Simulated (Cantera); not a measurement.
A closed system holds: 1 mol Si, 0.029 mol O2, 14 mol H2, held at 1.00 bar.

Method: chemical equilibrium by Gibbs-energy minimisation in Cantera with the NASA 1993 tables (ideal gas, pure condensed phases). Candidate condensed phases: H2O, Si, SiO2; 18 gas species. Gases not in the tables: Si2H6 and higher silanes. Equilibrium is a limit: real reactors are often held back by kinetics, nucleation or transport.

### Question
Which condensed phases are stable at each of these points (T (K)): 1673, 1723, 1773, 1823, 1873, 1923, 1973, 2023, 2073, 2123?

### Answer
```json
[
 {"T (K)": "1673", "condensed phases": "Si(s)", "Si condensed (%)": "94.2"},
 {"T (K)": "1723", "condensed phases": "Si(l)", "Si condensed (%)": "94.2"},
 {"T (K)": "1773", "condensed phases": "Si(l)", "Si condensed (%)": "94.2"},
 {"T (K)": "1823", "condensed phases": "Si(l)", "Si condensed (%)": "94.1"},
 {"T (K)": "1873", "condensed phases": "Si(l)", "Si condensed (%)": "94.1"},
 {"T (K)": "1923", "condensed phases": "Si(l)", "Si condensed (%)": "94.1"},
 {"T (K)": "1973", "condensed phases": "Si(l)", "Si condensed (%)": "94.0"},
 {"T (K)": "2023", "condensed phases": "Si(l)", "Si condensed (%)": "93.9"},
 {"T (K)": "2073", "condensed phases": "Si(l)", "Si condensed (%)": "93.8"},
 {"T (K)": "2123", "condensed phases": "Si(l)", "Si condensed (%)": "93.5"}
]
```

At 1673 K the condensed part is Si(s). From 1723 K to 2123 K the condensed part is Si(l).
